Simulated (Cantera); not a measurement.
A perfectly stirred reactor is fed with 6.57 % C2H4, 17.9 % O2, 67.6 % N2, 7.88 % H2O, equivalence ratio 1.1, at 1400000 Pa; it is adiabatic with a 823 K inlet, and is followed from long to short residence time, starting on the burning branch (τ in s: 0.12, 0.046, 0.018, 0.0068, 0.0026, 0.001, 0.00039, 0.00015, 5.8e-05, 2.2e-05, 8.6e-06).

Cantera simulation using GRI-Mech 3.0 (53 species, 325 reactions); the numbers are that mechanism's predictions, not measurements. GRI-Mech 3.0 was tuned for natural gas; its chemistry of ethylene as a main component is partial and can be far from experiment. The pressure lies above the range GRI-Mech 3.0 was tuned for (to about 10 atm).

Task: Predict: blow-out, bracketed by the residence times tried; x(C2H4) at τ = 0.120 s; x(O2) at τ = 0.120 s; x(H2O) at τ = 0.120 s; x(HCN) at τ = 0.120 s; x(CH3) at τ = 0.120 s; x(C2H4) at τ = 1.00 ms; x(O2) at τ = 1.00 ms; x(H2O) at τ = 1.00 ms; x(HCN) at τ = 1.00 ms; x(CH3) at τ = 1.00 ms.

Result: blow-out, bracketed by the residence times tried: burning at 8.60 µs, the shortest tried
x(C2H4) at τ = 0.120 s: 5.17e-8
x(O2) at τ = 0.120 s: 0.00237
x(H2O) at τ = 0.120 s: 0.192
x(HCN) at τ = 0.120 s: 5.00e-8
x(CH3) at τ = 0.120 s: 3.12e-8
x(C2H4) at τ = 1.00 ms: 5.44e-6
x(O2) at τ = 1.00 ms: 0.00354
x(H2O) at τ = 1.00 ms: 0.190
x(HCN) at τ = 1.00 ms: 2.67e-6
x(CH3) at τ = 1.00 ms: 2.89e-6
